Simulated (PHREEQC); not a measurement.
1 kg of water holding 0.59 mol K2CO3, 0.0093 mol K2SO4, 0.12 mol KCl and 0.024 mol KHCO3 is evaporated at 15 °C; the solids stay in contact with the brine. The system is closed to CO2. Solids allowed: Arcanite, Kalicinite, Misenite, Sylvite. Others were left out.

The series has 12 steps of water left (kg), from 1 to 0.1156.

The numbers come from PHREEQC with the Pitzer model, pitzer.dat.

**Question.** Which solids form, in which order, and at which step of the series does each first stand?

**Answer.** Arcanite from water left = 0.2082 kg (pH 11.47); Sylvite from water left = 0.1156 kg (pH 11.99).

Species that the database lacks are ignored.
